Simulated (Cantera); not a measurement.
Feed: 1 mol Si, 2.3 mol H2, equilibrated at 848 K and 0.100 bar.

Cantera equilibrium calculation (NASA polynomials, part measured and part estimated; ideal gas, pure solids and liquids). Candidate condensed phases: Si; 9 gas species. The numbers say what is thermodynamically allowed, not how fast it happens.

### Question
What is the equilibrium state?

### Answer
* **x(H2)**: 1.00
* **n(Si(s))**: 1.00 mol
* **gas amount**: 2.300 mol
